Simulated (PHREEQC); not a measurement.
Make-up at 20 °C: 0.0046 mol/kgw ZnCl2, 0.003 mol/kgw NaOH and 0.0008 mol/kgw H2SO4. Closed to the air; pH follows from the charge balance.

All values are PHREEQC results (ion-association model, wateq4f.dat), not measurements.

| Item | Result |
|---|---|
| pH | 8.14 |
| ionic strength | 0.0144 mol/kgw |
| total alkalinity | 1.40 meq/kg |

| species | molality | activity | log γ |
|---|---|---|---|
| Cl- | 0.00907 | 0.00803 | -0.053 |
| Zn+2 | 0.00350 | 0.00222 | -0.196 |
| Na+ | 0.00299 | 0.00266 | -0.051 |
| SO4-2 | 0.000604 | 0.000378 | -0.203 |
| Zn(OH)2 | 0.000530 | 0.000531 | 0.001 |
| ZnOH+ | 0.000258 | 0.000228 | -0.052 |
| ZnSO4 | 0.000189 | 0.000190 | 0.001 |
| ZnOHCl | 8.12e-5 | 8.15e-5 | 0.001 |
| ZnCl+ | 4.34e-5 | 3.84e-5 | -0.052 |
| NaSO4- | 5.48e-6 | 4.88e-6 | -0.050 |
| OH- | 1.06e-6 | 9.35e-7 | -0.053 |
| Zn(SO4)2-2 | 9.77e-7 | 6.05e-7 | -0.208 |
| ZnCl2 | 3.16e-7 | 3.17e-7 | 0.001 |

Precipitation was switched off in this run. Saturation is exceeded, for instance for Zn(OH)2-e, Zn5(OH)8Cl2; the values hold only as long as no solid forms.
